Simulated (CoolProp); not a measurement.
Vapour-liquid equilibrium of ethylene (1) + propylene (2) at 3.07 bar; x and y are mole fractions of (1).

Values from CoolProp's multi-fluid Helmholtz-energy mixture model, Smukala 2000 and Lemmon 2013; pair parameters Bell 2016.

```csv
x,"bubble temperature, mixture model (K)","bubble temperature, Raoult's law (K)","y, mixture model","y, Raoult's law"
0.05,244.7,244.0,[?],0.323
0.15,231.0,230.4,0.622,0.652
0.25,[?],220.8,[?],0.801
0.35,[?],213.8,[?],0.879
0.45,208.0,208.3,[?],0.923
0.55,203.6,203.8,0.943,0.951
0.65,200.0,200.1,0.963,0.969
0.75,197.0,197.0,0.977,0.982
0.85,194.4,194.3,0.988,0.991
0.95,192.0,191.9,0.996,0.997
```

### Question
Fill in the missing entries.

### Answer

- 0.05, y, mixture model: 0.287
- 0.25, bubble temperature, mixture model (K): 221.0
- 0.25, y, mixture model: 0.783
- 0.35, bubble temperature, mixture model (K): 213.6
- 0.35, y, mixture model: 0.866
- 0.45, y, mixture model: 0.914

The largest gap from Raoult's law is +0.7 K in bubble temperature, at x = 0.05. No azeotrope shows between x = 0.05 and 0.95.

Pair parameters are fitted to limited data, so mixtures are less certain than the pure fluids. The gap from Raoult's law changes sign with composition, which may be real or a fault of the pair parameters; it wasn't checked against measurements.
